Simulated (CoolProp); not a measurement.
Vapour-liquid equilibrium of n-hexane (1) + p-xylene (2) at 42.7 kPa; x and y are mole fractions of (1).

Computed with CoolProp (multi-fluid Helmholtz-energy mixture model, Thol 2019 and Zhou 2012; pair parameters Bell 2016).

```csv
x,"bubble temperature, mixture model (K)","bubble temperature, Raoult's law (K)","y, mixture model","y, Raoult's law"
0.05,371.0,373.1,0.331,0.288
0.15,355.8,359.6,0.647,0.603
0.25,346.0,349.9,0.784,0.758
0.35,339.1,342.4,0.856,0.845
0.45,333.9,336.4,0.899,0.898
0.55,329.7,331.5,0.929,0.933
0.65,326.2,327.4,0.951,0.957
0.75,323.2,323.8,0.968,0.974
0.85,320.5,320.7,0.982,0.986
0.95,317.9,318.0,0.994,0.996
```

The largest gap from Raoult's law is -3.9 K in bubble temperature, at x = 0.25. No azeotrope shows between x = 0.05 and 0.95.

The pair parameters rest on a limited set of measurements; away from them the model extrapolates.
